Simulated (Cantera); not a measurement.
A closed system holds: 1 mol MgO, 1.8 mol HI, 3.1 mol H2, held at 1275 K and 40.5 Torr.

Cantera equilibrium calculation (NASA polynomials, part measured and part estimated; ideal gas, pure solids and liquids). Equilibrium is a limit: real reactors are often held back by kinetics, nucleation or transport.

```
species       before     after
-----------  -------  --------
H2             0.656     0.986
HI             0.218   0.00949
I              0.106   0.00375
MgI2         0.00829  0.000360
I2           0.00358   4.50e-6
H2O          0.00829  0.000361
MgO(s), mol    0.957     0.999
```
Gas species are given as mole fractions.

### Question
Which change was made?
A. HI from 1.8 to 0.044 mol
B. pressure from 40.5 Torr to 225 Torr
C. temperature from 1275 K to 1175 K
D. temperature from 1275 K to 1575 K

### Answer
A, HI from 1.8 to 0.044 mol
